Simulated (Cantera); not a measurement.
A closed system holds: 1 mol SiH4, 1.8 mol O3, 0.083 mol O2, held at 0.890 bar.

Cantera equilibrium calculation (NASA polynomials, part measured and part estimated; ideal gas, pure solids and liquids). Candidate condensed phases: H2O, Si, SiO2; 18 gas species. The tables hold silica as quartz up to 1696 K and as liquid above; real silica turns to tridymite and cristobalite and melts near 1996 K. Gases not in the tables: Si(OH)4. Kinetics and transport are ignored.

log p: log10 of the partial pressure in bar; n: condensed amount in mol.

```tsv
T (K)	log p H2O	log p O2	log p OH	log p H2	log p O	log p H	n SiO2(α-quartz)	n SiO2(β-quartz)	n SiO2(condensed)
550	-0.19	-0.60	<-12	<-12	<-12	<-12	1.00	0	0
750	-0.19	-0.60	-9.34	<-12	<-12	<-12	1.00	0	0
950	-0.19	-0.60	-6.96	[?]	-10.80	<-12	0	1.00	0
1150	-0.19	-0.60	-5.41	[?]	-8.38	-11.26	0	1.00	0
1350	-0.19	-0.60	-4.31	[?]	-6.68	-8.91	0	1.00	0
1550	-0.19	-0.60	-3.50	[?]	-5.41	-7.17	0	1.00	0
1750	-0.19	-0.60	-2.87	[?]	-4.43	-5.82	0	0	1.00
1950	-0.20	-0.60	-2.38	[?]	-3.65	-4.74	0	0	1.00
```

### Question
What belongs in the gaps?

### Answer

- 950, log p H2: -10.63
- 1150, log p H2: -8.26
- 1350, log p H2: -6.58
- 1550, log p H2: -5.34
- 1750, log p H2: -4.37
- 1950, log p H2: -3.60
